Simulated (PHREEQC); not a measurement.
0.012 g of hydrous ferric oxide (600 m²/g; 0.2 weak and 0.005 strong sites per Fe, Dzombak-Morel constants, diffuse double layer) in 1 kg of water with 0.001 mol/kgw of an inert sodium salt and 0.00035 mmol/kgw NiCl2 and 0.02 mmol/kgw NaH2PO4, at 25 °C; the pH is set by adding NaOH or the inert anion's acid. Oxygen alone is held at its pressure in air (log pO2 = -0.68). The system is closed to CO2. Nothing may precipitate in this run.

The series has 17 steps of pH, from 4 to 10.

Equilibrium calculation in PHREEQC: ion-association model, wateq4f.dat.

**Question.** Near which pH is half of the Ni sorbed, and on which side is more sorbed?

**Answer.** Near pH 6.7, with more sorbed at higher pH.

**Question.** Near which pH is half of the P sorbed, and on which side is more sorbed?

**Answer.** Near pH 7.4, with more sorbed at lower pH.

**Question.** At which pH does the surface charge pass through zero?

**Answer.** Near pH 6.7.

H3PO4, which wateq4f.dat lacks, is added to it with the constant of phreeqc.dat. The database has no phosphate complexes of Ni.
